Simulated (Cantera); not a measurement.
A perfectly stirred reactor is fed with 4.14 % CH₄, 20.2 % O₂, 75.7 % N₂, at 1.00 atm; it is adiabatic with a 600 K inlet, and is followed from long to short residence time, starting on the burning branch (τ in s: 0.16, 0.061, 0.023, 0.0088, 0.0033, 0.0013, 0.00047, 0.00018, 6.7e-05).

Cantera simulation using GRI-Mech 3.0 (53 species, 325 reactions); the numbers are that mechanism's predictions, not measurements.

Task: Predict: blow-out, bracketed by the residence times tried; x(CH₄) at τ = 0.160 s; x(O₂) at τ = 0.160 s; x(H) at τ = 0.160 s; x(N₂O) at τ = 0.160 s; x(CH₂) at τ = 0.160 s; x(CH₄) at τ = 3.30 ms; x(O₂) at τ = 3.30 ms; x(H) at τ = 3.30 ms; x(N₂O) at τ = 3.30 ms; x(CH₂) at τ = 3.30 ms.

Result: 
| Item | Result |
|---|---|
| blow-out, bracketed by the residence times tried | burning at 1.30 ms, out at 0.470 ms |
| x(CH₄) at τ = 0.160 s | 1.57e-5 |
| x(O₂) at τ = 0.160 s | 0.119 |
| x(H) at τ = 0.160 s | 3.49e-6 |
| x(N₂O) at τ = 0.160 s | 7.99e-7 |
| x(CH₂) at τ = 0.160 s | 1.17e-8 |
| x(CH₄) at τ = 3.30 ms | 0.000206 |
| x(O₂) at τ = 3.30 ms | 0.120 |
| x(H) at τ = 3.30 ms | 0.000128 |
| x(N₂O) at τ = 3.30 ms | 6.81e-7 |
| x(CH₂) at τ = 3.30 ms | 2.81e-7 |
